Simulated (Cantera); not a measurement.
**Transport properties of process gases**

Gas mixture: NO = 0.57 (molar parts), at 1330 Pa, frozen composition.

Cantera's kinetic-theory transport with the Lennard-Jones parameters of GRI-Mech 3.0, ideal gas; thermal conductivity in the multicomponent form. The composition is frozen, though it would react at the higher temperatures.

```tsv
T (K)	ρ (kg/m³)	cp (J/kg/K)	μ (µPa s)	λ (mW/m/K)	Pr	D (cm²/s) CH₃	D (cm²/s) OH	D (cm²/s) H
400	0.0120	998.6	23.1	32.5	0.711	28.2	39.3	154
650	0.00740	1054	32.3	48.1	0.708	65.0	89.5	356
900	0.00535	1114	40.1	63.1	0.707	112	154	617
1150	0.00418	1153	47.0	76.7	0.707	170	232	930
1400	0.00344	1181	53.4	89.3	0.707	235	321	1290
1650	0.00292	1202	59.4	101	0.706	309	422	1700
1900	0.00253	1219	65.1	112	0.706	391	533	2140
2150	0.00224	1231	70.5	123	0.706	479	654	2630
2400	0.00200	1240	75.7	133	0.705	575	785	3160
```
D: mixture-averaged diffusion coefficient of that species in the mixture.
